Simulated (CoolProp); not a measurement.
The numbers come from the reference Helmholtz-energy equation of state, Thol 2016 in CoolProp.

Q: Give the vapour pressure (MPa), vapour density (kg/m³), enthalpy of vaporisation (kJ/kg), liquid cp (kJ/(kg K)) of saturated R1234ze(E) at 246.1, 255.7, 260.5 K.

A: 
```tsv
T (K)	p (MPa)	vapour density (kg/m³)	enthalpy of vaporisation (kJ/kg)	liquid cp (kJ/(kg K))
246.1	0.0703	4.05	200	1.27
255.7	0.108	6.07	195	1.28
260.5	0.132	7.34	192	1.29
```
